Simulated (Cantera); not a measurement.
Input: 1 mol Cu, 2.3 mol CO, 49 mol H2, equilibrated at 1775 K and 10.0 mbar.

Equilibrium computed with Cantera from the NASA thermochemical tables; the gas is ideal and each condensed phase is pure. Candidate condensed phases: C, C6H6, C7H8, C8H18, Cu, CuO, Cu(OH)2, Cu2O, H2O; 113 gas species. Kinetics and transport are ignored.

Base state: H2 0.934, CO 0.0439, Cu 0.0191, H 0.00280, Cu2 1.55e-5 (mole fractions); condensed: gas only.

What changes in the equilibrium state with this change: 1.2 mol O2 added?


| species | before | after |
|---|---|---|
| H2 | 0.934 | 0.889 |
| H2O | 1.87e-6 | 0.0452 |
| CO | 0.0439 | 0.0433 |
| CO2 | 2.36e-8 | 0.000592 |
| Cu | 0.0191 | 0.0191 |
| H | 0.00280 | 0.00273 |
| Cu2 | 1.55e-5 | 1.55e-5 |
